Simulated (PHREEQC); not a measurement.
Dissolve 0.0018 mol H2SO4 and 0.038 mol FeCl3 per kg of water at 60 °C. Closed to the air; pH follows from the charge balance.

All values are PHREEQC results (ion-association model, wateq4f.dat), not measurements.

No solid was allowed to form.

Q: What pH, ionic strength does the model give?

A: pH 1.82; ionic strength 0.163 mol/kgw.

Q: In which forms is S present?

A: FeSO4+ 68 %, HSO4- 14 %, SO4-2 10 %, FeHSO4+2 7.8 % of the S.

Examples of supersaturated solids here: Hematite (slow to form), Goethite (slow to form). Others may be too. Complexes and solids missing from the database can't appear. Away from 25 °C the constants follow the database's enthalpies or fits; those with neither stay at their 25 °C values.
